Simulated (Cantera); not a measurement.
# Low-pressure radical oxidation in H2/O2

An isothermal, constant-pressure homogeneous reactor starts with 3.75 % H2, 96.2 % O2, equivalence ratio 0.019, at 1448 K and 0.0133 bar.

Model: GRI-Mech 3.0 (53 species, 325 reactions), integrated in Cantera. Radical loss at walls, strong at low pressure, is not modelled. The temperature is held fixed by assumption; the heat of reaction is taken as removed at once.

```json
[
 {"t (s)": "2.00e-6", "x H2": "0.0375", "x O2": "0.962", "x H2O": "1.93e-12", "x O": "1.77e-10", "x OH": "1.77e-10", "x H2O2": "<1e-12", "x H": "3.04e-9"},
 {"t (s)": "5.37e-6", "x H2": "0.0375", "x O2": "0.962", "x H2O": "3.53e-11", "x O": "1.19e-9", "x OH": "1.18e-9", "x H2O2": "<1e-12", "x H": "7.46e-9"},
 {"t (s)": "1.44e-5", "x H2": "0.0375", "x O2": "0.962", "x H2O": "5.95e-10", "x O": "7.30e-9", "x OH": "7.17e-9", "x H2O2": "3.11e-12", "x H": "1.64e-8"},
 {"t (s)": "3.86e-5", "x H2": "0.0375", "x O2": "0.962", "x H2O": "8.71e-9", "x O": "3.85e-8", "x OH": "3.67e-8", "x H2O2": "2.21e-11", "x H": "3.22e-8"},
 {"t (s)": "0.000104", "x H2": "0.0375", "x O2": "0.962", "x H2O": "1.14e-7", "x O": "1.98e-7", "x OH": "1.79e-7", "x H2O2": "1.54e-10", "x H": "8.19e-8"},
 {"t (s)": "0.000278", "x H2": "0.0375", "x O2": "0.962", "x H2O": "2.16e-6", "x O": "1.99e-6", "x OH": "1.73e-6", "x H2O2": "1.02e-9", "x H": "6.15e-7"},
 {"t (s)": "0.000746", "x H2": "0.0369", "x O2": "0.962", "x H2O": "0.000413", "x O": "0.000319", "x OH": "0.000274", "x H2O2": "5.41e-9", "x H": "9.44e-5"},
 {"t (s)": "0.00200", "x H2": "0.000626", "x O2": "0.929", "x H2O": "0.0325", "x O": "0.0289", "x OH": "0.00541", "x H2O2": "3.52e-8", "x H": "0.00335"},
 {"t (s)": "0.00537", "x H2": "0.000482", "x O2": "0.930", "x H2O": "0.0330", "x O": "0.0286", "x OH": "0.00503", "x H2O2": "3.20e-8", "x H": "0.00307"},
 {"t (s)": "0.0144", "x H2": "0.000453", "x O2": "0.932", "x H2O": "0.0333", "x O": "0.0267", "x OH": "0.00488", "x H2O2": "3.15e-8", "x H": "0.00278"},
 {"t (s)": "0.0386", "x H2": "0.000385", "x O2": "0.937", "x H2O": "0.0340", "x O": "0.0224", "x OH": "0.00451", "x H2O2": "3.01e-8", "x H": "0.00214"},
 {"t (s)": "0.104", "x H2": "0.000259", "x O2": "0.945", "x H2O": "0.0352", "x O": "0.0146", "x OH": "0.00372", "x H2O2": "2.64e-8", "x H": "0.00114"},
 {"t (s)": "0.278", "x H2": "0.000112", "x O2": "0.954", "x H2O": "0.0366", "x O": "0.00618", "x OH": "0.00246", "x H2O2": "1.90e-8", "x H": "0.000316"},
 {"t (s)": "0.746", "x H2": "2.97e-5", "x O2": "0.960", "x H2O": "0.0375", "x O": "0.00160", "x OH": "0.00127", "x H2O2": "9.94e-9", "x H": "4.21e-5"},
 {"t (s)": "2.00", "x H2": "6.01e-6", "x O2": "0.961", "x H2O": "0.0379", "x O": "0.000322", "x OH": "0.000572", "x H2O2": "3.95e-9", "x H": "3.80e-6"}
]
```
x: mole fraction; the columns are a selection and need not sum to one.

Equilibrium at this temperature and pressure: H2 3.13e-7, O2 0.962, H2O 0.0382, O 1.67e-5, OH 0.000131, H2O2 6.58e-10, H 4.49e-8 (gas phase only).
